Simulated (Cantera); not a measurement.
## Adiabatic ignition

An adiabatic, constant-pressure homogeneous reactor starts with CH3OH : O2 : N2 : H2O = 1 : 2.34 : 8.81 : 0.33 (molar parts), equivalence ratio 0.64, at 1148 K and 1000000 Pa.

Model: GRI-Mech 3.0 (53 species, 325 reactions), integrated in Cantera. GRI-Mech 3.0 was tuned for natural gas; its chemistry of methanol as a main component is partial and can be far from experiment.

```
t (s)     T (K)  x CH3OH    x O2   x H2O    x CH2O     x NO
--------  -----  -------  ------  ------  --------  -------
3.00e-6    1148   0.0801   0.188  0.0264   1.48e-8   <1e-12
7.00e-6    1148   0.0801   0.188  0.0264   3.74e-8   <1e-12
1.63e-5    1148   0.0801   0.188  0.0264   9.49e-8   <1e-12
3.82e-5    1148   0.0801   0.188  0.0264   2.35e-7   <1e-12
8.91e-5    1148   0.0801   0.187  0.0264   5.67e-7   <1e-12
0.000208   1148   0.0801   0.187  0.0264   1.39e-6   <1e-12
0.000486   1148   0.0801   0.187  0.0264   3.85e-6   <1e-12
0.00113    1148   0.0801   0.187  0.0265   1.66e-5   <1e-12
0.00265    1148   0.0798   0.187  0.0266  0.000245   <1e-12
0.00618    2399   <1e-12  0.0632   0.175  6.31e-12  0.00178
0.0144     2391   <1e-12  0.0612   0.175  6.00e-12  0.00600
0.0337     2386   <1e-12  0.0598   0.175  5.80e-12  0.00879
0.0786     2385   <1e-12  0.0596   0.175  5.77e-12  0.00918
0.183      2385   <1e-12  0.0596   0.175  5.77e-12  0.00919
0.428      2385   <1e-12  0.0596   0.175  5.77e-12  0.00919
1.00       2385   <1e-12  0.0596   0.175  5.77e-12  0.00919
```
x: mole fraction; the columns are a selection and need not sum to one.

- time of steepest temperature rise = 3.92 ms
- temperature at 1.00 s = 2385 K
- equilibrium temperature = 2385 K
- x(CH3OH) at 1.00 s = <1e-12 (gas-phase equilibrium <1e-12)
- x(O2) at 1.00 s = 0.0596 (gas-phase equilibrium 0.0596)
- x(H2O) at 1.00 s = 0.175 (gas-phase equilibrium 0.175)
